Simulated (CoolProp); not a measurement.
A closed Brayton cycle with carbon dioxide: compressor inlet 318.15 K and 8.2 MPa, high pressure 27.9 MPa, turbine inlet 970 K, compressor efficiency 0.8, turbine efficiency 0.85, recuperator effectiveness 0.9 (on enthalpy, no pinch check). Each further row changes one setting.

Computed with CoolProp (reference Helmholtz-energy equation of state, Span 1996).

| case | thermal efficiency (%) | net work (kJ/kg) | compressor to turbine work | compressor exit (K) | turbine exit (K) |
|---|---|---|---|---|---|
| as stated | 36.2 | 115 | 0.36 | 415.7 | 818.1 |
| turbine inlet 920 K | 34.8 | 105 | 0.38 | 415.7 | 773.2 |
| compressor inlet 328.15 K | 34.6 | 104 | 0.41 | 437.3 | 818.1 |
| high pressure 23.7 MPa | 35.3 | 103 | 0.34 | 402.2 | 837.5 |
| recuperator effectiveness 0.5 | 22.8 | 115 | 0.36 | 415.7 | 818.1 |
